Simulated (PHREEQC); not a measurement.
Consider water at 90 °C with 15 mmol/kgw H3PO4 and 0.0215 mmol/kgw NiSO4. Closed to the air; pH follows from the charge balance.

Equilibrium calculation in PHREEQC: ion-association model, wateq4f.dat.

Precipitation was switched off in this run.

Task: Predict the pH, ionic strength.

Result: pH 2.25; ionic strength 0.00623 mol/kgw.

Task: In which forms is S present?

Result: HSO4- 69 %, SO4-2 31 % of the S.

Species that the database lacks are ignored. H3PO4, which wateq4f.dat lacks, is added to it with the constant of phreeqc.dat. Constants without temperature data keep their 25 °C values here. The database has no phosphate complexes of Ni.
